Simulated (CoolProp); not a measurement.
Vapour-liquid equilibrium of dimethyl carbonate (1) + n-nonane (2) at 0.215 bar; x and y are mole fractions of (1).

Computed with CoolProp (multi-fluid Helmholtz-energy mixture model, Zhou 2011 and Lemmon 2006; pair parameters Bell 2016).

```json
[
 {"x": "0.05", "bubble temperature (K)": "354.9", "y at the bubble point": "[?]", "dew temperature at overall composition x (K)": "372.4", "liquid density (mol/L)": "5.355"},
 {"x": "0.15", "bubble temperature (K)": "336.0", "y at the bubble point": "0.814", "dew temperature at overall composition x (K)": "369.5", "liquid density (mol/L)": "[?]"},
 {"x": "0.25", "bubble temperature (K)": "328.1", "y at the bubble point": "0.883", "dew temperature at overall composition x (K)": "[?]", "liquid density (mol/L)": "6.216"},
 {"x": "0.35", "bubble temperature (K)": "324.7", "y at the bubble point": "0.907", "dew temperature at overall composition x (K)": "362.8", "liquid density (mol/L)": "6.649"},
 {"x": "0.45", "bubble temperature (K)": "323.3", "y at the bubble point": "0.916", "dew temperature at overall composition x (K)": "358.8", "liquid density (mol/L)": "7.122"},
 {"x": "0.55", "bubble temperature (K)": "322.9", "y at the bubble point": "0.919", "dew temperature at overall composition x (K)": "354.1", "liquid density (mol/L)": "7.655"},
 {"x": "0.65", "bubble temperature (K)": "322.8", "y at the bubble point": "0.921", "dew temperature at overall composition x (K)": "348.6", "liquid density (mol/L)": "8.269"},
 {"x": "0.75", "bubble temperature (K)": "322.6", "y at the bubble point": "0.923", "dew temperature at overall composition x (K)": "[?]", "liquid density (mol/L)": "8.989"},
 {"x": "0.85", "bubble temperature (K)": "322.2", "y at the bubble point": "0.934", "dew temperature at overall composition x (K)": "332.2", "liquid density (mol/L)": "[?]"},
 {"x": "0.95", "bubble temperature (K)": "321.5", "y at the bubble point": "0.966", "dew temperature at overall composition x (K)": "[?]", "liquid density (mol/L)": "10.87"}
]
```

Q: Some entries are withheld; supply them.

A: 
- 0.05, y at the bubble point: 0.534
- 0.15, liquid density (mol/L): 5.800
- 0.25, dew temperature at overall composition x (K): 366.3
- 0.75, dew temperature at overall composition x (K): 341.7
- 0.85, liquid density (mol/L): 9.843
- 0.95, dew temperature at overall composition x (K): 321.8

No azeotrope shows between x = 0.05 and 0.95.

Pair parameters are fitted to limited data, so mixtures are less certain than the pure fluids. With so large a gap from Raoult's law the liquid may split in two, which this calculation doesn't test in full.
